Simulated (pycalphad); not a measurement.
CALPHAD calculation (pycalphad, COST 507 light-alloy database (1999)), 1 atm. The data set is of 1999 and partly superseded. Amounts are mole fractions of atoms.

**Question.** Give the equilibrium state of Si-0.47Cu (at.%) at 1337 °C.

**Answer.** 
```
T = 1610.00 K, P = 101325 Pa, N = 1 mol of atoms
G = -63827 J/mol, H = 35329 J/mol, S = 61.59 J/(mol K)  (SER reference)
chemical potentials (J/mol): Si -63504, Cu -132192
phase             fraction      x(Si)      x(Cu)
DIAMOND_A4          0.9649     1.0000       none
LIQUID              0.0351     0.8659     0.1341
```

**Question.** Give the equilibrium state of Si-0.47Cu (at.%) at 657 °C.

**Answer.** DIAMOND_A4, fraction 0.994, with no Cu at.%; CU19SI6_ETA, fraction 0.006, with 76.0 Cu at.%.

Database names, with the compositions (at.%) that they take in these runs: CU19SI6_ETA: Cu 76 Si 24. DIAMOND_A4 is diamond (Si). An entry "none" or "no" means that the model of the phase leaves that element out.
